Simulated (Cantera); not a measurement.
A freely propagating, adiabatic, planar premixed flame of 6.49 % CH₄, 2.59 % H₂, 17.2 % O₂, 64.7 % N₂, 9.08 % CO₂, equivalence ratio 0.83, unburnt at 700 K and 1.00 bar; mixture-averaged transport, grid criteria slope 0.08 and curve 0.16, no radiation.

Model: GRI-Mech 3.0 (53 species, 325 reactions), integrated in Cantera. Burning velocities carry a grid error of a few per cent, more on coarse grids.

x: mole fraction of selected species; z is measured from the peak of heat release.

```
z (mm)  T (K)  u (m/s)     x CH₄     x H₂    x O₂    x C₂H₆    x H   x H₂O₂
------  -----  -------  --------  -------  ------  --------  -----  -------
-1.23     700     1.18    0.0649   0.0255   0.172   3.87e-8  <1e-8  1.91e-8
-0.818    702     1.18    0.0648   0.0249   0.172   6.09e-7  <1e-8  2.00e-7
-0.613    708     1.19    0.0644   0.0241   0.172   3.70e-6      ?  8.65e-7
-0.409    742     1.25    0.0621   0.0226   0.169   3.66e-5      ?  4.59e-6
-0.204    976     1.65    0.0472   0.0201   0.149  0.000409      ?  1.52e-5
-0.102   1281     2.18    0.0278   0.0183   0.119  0.000546      ?  1.17e-5
0        1607     2.75   0.00720   0.0146  0.0794   7.07e-5      ?  1.42e-6
0.102    1751     3.00  0.000559  0.00928  0.0560   3.39e-7      ?  5.54e-7
0.204    1800     3.07   2.24e-5  0.00677  0.0481     <1e-8      ?  4.87e-7
0.409    1860     3.16   6.25e-8  0.00570  0.0436     <1e-8      ?  3.84e-7
0.818    1933     3.27     <1e-8  0.00463  0.0404     <1e-8      ?  2.69e-7
1.64     2006     3.38     <1e-8  0.00326  0.0373     <1e-8      ?  1.81e-7
3.27     2067     3.46     <1e-8  0.00205  0.0346     <1e-8      ?  1.23e-7
```

Q: Complete the blanks.

A: 
- -0.613, x H: 2.33e-8
- -0.409, x H: 1.12e-6
- -0.204, x H: 7.51e-5
- -0.102, x H: 0.000511
- 0, x H: 0.00223
- 0.102, x H: 0.00409
- 0.204, x H: 0.00453
- 0.409, x H: 0.00389
- 0.818, x H: 0.00255
- 1.64, x H: 0.00134
- 3.27, x H: 0.000605
